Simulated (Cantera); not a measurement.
**Adiabatic ignition**

An adiabatic, constant-volume homogeneous reactor starts with CH4 : CO : O2 : N2 : H2O = 1 : 0.3 : 2.53 : 9.51 : 0.39 (molar parts), equivalence ratio 0.85, at 1773 K and 0.987 atm.

Computed with Cantera and GRI-Mech 3.0 (53 species, 325 reactions).

| t (s) | T (K) | P (bar) | x CH4 | x CO | x O2 | x C2H6 | x NO2 |
|---|---|---|---|---|---|---|---|
| 2.00e-6 | 1773 | 1.000 | 0.0728 | 0.0218 | 0.184 | 6.60e-10 | <1e-12 |
| 4.55e-6 | 1773 | 1.000 | 0.0728 | 0.0218 | 0.184 | 1.03e-8 | <1e-12 |
| 1.04e-5 | 1773 | 1.000 | 0.0727 | 0.0218 | 0.184 | 1.50e-7 | <1e-12 |
| 2.36e-5 | 1772 | 1.000 | 0.0725 | 0.0218 | 0.184 | 2.29e-6 | <1e-12 |
| 5.37e-5 | 1774 | 1.00 | 0.0714 | 0.0219 | 0.184 | 4.24e-5 | <1e-12 |
| 0.000122 | 2116 | 1.23 | 0.0246 | 0.0463 | 0.137 | 0.000139 | 5.70e-10 |
| 0.000278 | 2899 | 1.70 | <1e-12 | 0.0419 | 0.0426 | <1e-12 | 1.39e-6 |
| 0.000632 | 2892 | 1.70 | <1e-12 | 0.0419 | 0.0399 | <1e-12 | 3.81e-6 |
| 0.00144 | 2887 | 1.69 | <1e-12 | 0.0420 | 0.0380 | <1e-12 | 5.34e-6 |
| 0.00328 | 2886 | 1.69 | <1e-12 | 0.0420 | 0.0377 | <1e-12 | 5.56e-6 |
| 0.00746 | 2886 | 1.69 | <1e-12 | 0.0420 | 0.0377 | <1e-12 | 5.56e-6 |
| 0.0170 | 2886 | 1.69 | <1e-12 | 0.0420 | 0.0377 | <1e-12 | 5.56e-6 |
| 0.0386 | 2886 | 1.69 | <1e-12 | 0.0420 | 0.0377 | <1e-12 | 5.56e-6 |
| 0.0879 | 2886 | 1.69 | <1e-12 | 0.0420 | 0.0377 | <1e-12 | 5.56e-6 |
| 0.200 | 2886 | 1.69 | <1e-12 | 0.0420 | 0.0377 | <1e-12 | 5.56e-6 |
x: mole fraction; the columns are a selection and need not sum to one.

```yaml
time_of_steepest_temperature_rise: 0.125 ms
temperature at 0.200 s: 2886 K
equilibrium_temperature: 2886 K
x(CH4) at 0.200 s: <1e-12 (gas-phase equilibrium <1e-12)
x(CO) at 0.200 s: 0.0420 (gas-phase equilibrium 0.0420)
x(O2) at 0.200 s: 0.0377 (gas-phase equilibrium 0.0377)
```
